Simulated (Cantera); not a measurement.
Input (Python, Cantera):

```python
import numpy as np
import cantera as ct

gas = ct.Solution("gri30.yaml")
gas.TPX = 1600, 340, {'C3H8': 1, 'H2': 8}
reactor = ct.IdealGasConstPressureReactor(gas, energy="off", clone=False)
net = ct.ReactorNet([reactor])
net.rtol, net.atol = 1e-08, 1e-18
show = ['C3H8', 'H2', 'C2H6', 'CH2', 'CH3', 'C2H']
times = np.geomspace(0.0004, 4, 12)

steps = ct.SolutionArray(gas, extra=["t"])
rows = []
print(f"{'t/s':>10s}{'T/K':>9s}{'P/Pa':>11s}" + "".join(f"{s:>11s}" for s in show))
for t in times:
    while net.time < t:
        t_next = net.step()
        steps.append(gas.state, t=t_next)
    rows.append([np.interp(t, steps.t, y) for y in (steps.T, steps.P, *steps(*show).X.T)])
    print(f"{t:10.3e}{rows[-1][0]:9.1f}{rows[-1][1]:11.4g}" + "".join(f"{x:11.3e}" for x in rows[-1][2:]))
rate = np.gradient(steps.T, steps.t)
print("integrator steps:", len(steps.t))
if steps.T.max() > steps.T[0] + 200:
    print(f"time of steepest temperature rise: {steps.t[rate.argmax()]:.4e} s")
gas.TPX = 1600, 340, {'C3H8': 1, 'H2': 8}
gas.equilibrate("TP")
print(f"equilibrium (TP): T = {gas.T:.1f} K  " + "  ".join(f"{s} {gas[s].X[0]:.3e}" for s in show))
```

It prints:

```
       t/s      T/K       P/Pa       C3H8         H2       C2H6        CH2        CH3        C2H
 4.000e-04   1600.0        340  7.756e-02  8.592e-01  1.156e-03  1.203e-05  2.020e-02  8.508e-10
 9.241e-04   1600.0        340  2.590e-02  8.116e-01  1.740e-03  2.489e-05  3.030e-02  5.454e-08
 2.135e-03   1600.0        340  3.611e-04  7.910e-01  5.420e-04  1.718e-05  1.586e-02  5.627e-07
 4.931e-03   1600.0        340  8.285e-07  7.984e-01  1.579e-04  6.366e-06  6.853e-03  4.954e-07
 1.139e-02   1600.0        340  5.151e-08  8.035e-01  7.080e-05  2.500e-06  3.459e-03  3.380e-07
 2.632e-02   1600.0        340  1.487e-08  8.071e-01  3.496e-05  1.069e-06  1.976e-03  2.323e-07
 6.080e-02   1600.0        340  5.344e-09  8.100e-01  1.934e-05  5.425e-07  1.299e-03  1.735e-07
 1.404e-01   1600.0        340  2.970e-09  8.124e-01  1.367e-05  3.777e-07  1.040e-03  1.516e-07
 3.245e-01   1600.0        340  2.611e-09  8.154e-01  1.253e-05  3.692e-07  1.001e-03  1.580e-07
 7.495e-01   1600.0        340  2.146e-09  8.214e-01  1.087e-05  3.707e-07  9.482e-04  1.733e-07
 1.732e+00   1600.0        340  1.226e-09  8.320e-01  7.418e-06  3.361e-07  7.960e-04  1.945e-07
 4.000e+00   1600.0        340  4.316e-10  8.464e-01  3.629e-06  2.792e-07  5.744e-04  2.314e-07
integrator steps: 1067
equilibrium (TP): T = 1600.0 K  C3H8 2.233e-15  H2 8.740e-01  C2H6 5.144e-10  CH2 5.780e-09  CH3 6.171e-06  C2H 4.207e-07
```

Cantera simulation using GRI-Mech 3.0 (53 species, 325 reactions); the numbers are that mechanism's predictions, not measurements. GRI-Mech 3.0 was tuned for natural gas; its chemistry of propane as a main component is partial and can be far from experiment. GRI-Mech 3.0 stops at C3 and has no aromatics, soot or wall deposition, so with more carbon than oxygen in the feed, carbon stays in small species such as C2H2 where larger ones or solid carbon would form. Radical loss at walls, strong at low pressure, is not modelled.
